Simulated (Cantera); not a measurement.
A closed system holds: 1 mol SiO2, 0.17 mol Al2O3, 15 mol H2, held at 1748.15 K.

Method: chemical equilibrium by Gibbs-energy minimisation in Cantera with the NASA 1993 tables (ideal gas, pure condensed phases). Candidate condensed phases: Al, Al2O3, Al2SiO5, Al6Si2O13, H2O, Si, SiO2; 28 gas species. Mutual solubility and eutectic melting of coexisting phases are not modelled. The tables hold silica as quartz up to 1696 K and as liquid above; real silica turns to tridymite and cristobalite and melts near 1996 K. Condensed phases not in the tables: alloys, solid solutions and most ternary compounds. The numbers say what is thermodynamically allowed, not how fast it happens.

log p: log10 of the partial pressure in bar; n: condensed amount in mol.

```
P (Pa)   log p H2  log p SiO  log p H2O  log p H  log p OH  log p SiO2  log p O  n Al6Si2O13(mullite)  n SiO2(condensed)
-------  --------  ---------  ---------  -------  --------  ----------  -------  --------------------  -----------------
10          -4.06      -5.26      -5.26    -5.67     -8.10       -9.11    -9.82                0.0567                  …
36          -3.49      -4.80      -4.80    -5.39     -7.93       -8.76    -9.93                0.0567                  …
130         -2.91      -4.51      -4.51    -5.10     -7.93       -8.76   -10.22                0.0567                  …
460         -2.35      -4.23      -4.23    -4.82     -7.93       -8.76   -10.50                0.0567                  …
1700        -1.78      -3.94      -3.94    -4.53     -7.93       -8.76   -10.79                0.0567              0.786
6000        -1.23      -3.67      -3.67    -4.25     -7.93       -8.76   -11.06                0.0567              0.833
22000       -0.66      -3.39      -3.39    -3.97     -7.93       -8.76   -11.35                0.0567              0.859
77000       -0.11      -3.11      -3.11    -3.70     -7.93       -8.76   -11.62                0.0567              0.872
280000       0.45      -2.83      -2.83    -3.42     -7.93       -8.76     <-11                0.0567              0.879
1000000      1.00      -2.56      -2.56    -3.14     -7.93       -8.76     <-11                0.0567              0.882
```

Problem. What belongs in the gaps?

Solution. 
- 10, n SiO2(condensed): 0
- 36, n SiO2(condensed): 0.192
- 130, n SiO2(condensed): 0.521
- 460, n SiO2(condensed): 0.692
